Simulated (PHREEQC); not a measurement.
**Acid rinse or clean: speciation**

Make-up at 25 °C: 0.0011 mol H2SO4, 0.0026 mol AlCl3 and 0.22 mol KCl per kg of water. Closed to the air; pH follows from the charge balance.

The numbers come from PHREEQC with the ion-association model, wateq4f.dat.

| Item | Value |
|---|---|
| pH | 2.77 |
| ionic strength | 0.237 mol/kgw |
| activity of water | 0.992 |
| total alkalinity | -2.20 meq/kg |

```csv
species,molality,activity,log γ
Cl-,0.228,0.159,-0.156
K+,0.220,0.154,-0.156
Al+3,0.00238,0.000289,-0.916
H+,0.00217,0.00171,-0.102
SO4-2,0.000604,0.000166,-0.561
KSO4-,0.000243,0.000179,-0.133
AlSO4+,0.000211,0.000152,-0.144
HSO4-,3.86e-5,2.77e-5,-0.144
AlOH+2,5.67e-6,1.66e-6,-0.533
```

Precipitation was switched off in this run. Complexes and solids missing from the database can't appear.
